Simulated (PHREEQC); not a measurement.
**Ultrapure water in contact with air or piping**

Model water analysis in mg/kgw, 25 °C, pH 6.29, pe 10.8:

| constituent | mg/kgw |
|---|---|
| Na | 0.0175 |
| K | 0.00205 |
| Ca | 0.00931 |
| Mg | 0.000223 |
| Cl | 0.0365 |
| S(6) as SO4 | 0.00987 |
| Alkalinity as HCO3 | 0.00594 |
| Ni | 0.000442 |
| Cu(2) | 4.25e-05 |
| F | 4.5e-05 |
| O(0) (dissolved oxygen) | 0.000113 |

Valence states are taken as typed.

Computed with PHREEQC (ion-association model, wateq4f.dat).

Each row changes one thing in this solution. No solid was allowed to form.

```tsv
case	ionic strength (mol/kgw)	CO2 (mol/kgw)	HCO3- (mol/kgw)	Cu+2 (mol/kgw)	CO3-2 (mol/kgw)	SI of Tenorite (CuO)	SI of Cu(OH)2 (Cu(OH)2)
as made	2.19e-6	6.81e-7	5.91e-7	6.09e-10	5.43e-11	-4.26	-5.28
Alkalinity from 0.00594 to 0.00297 mg/kgw	2.17e-6	…	5.43e-7	6.09e-10	4.99e-11	-4.26	-5.28
O(0) from 0.000113 to 0.000226 mg/kgw	2.19e-6	6.81e-7	5.91e-7	6.09e-10	5.43e-11	-4.26	-5.28
pH from 6.29 to 5.79 at the same alkalinity	3.30e-6	6.25e-6	1.72e-6	6.59e-10	4.99e-11	-5.22	-6.24
all concentrations times 3 at the same typed pH	5.53e-6	…	7.86e-7	1.83e-9	7.25e-11	-3.78	-4.80
```

Problem. What belongs in the gaps?

Solution. 
- Alkalinity from 0.00594 to 0.00297 mg/kgw, CO2 (mol/kgw): 6.25e-7
- all concentrations times 3 at the same typed pH, CO2 (mol/kgw): 9.04e-7
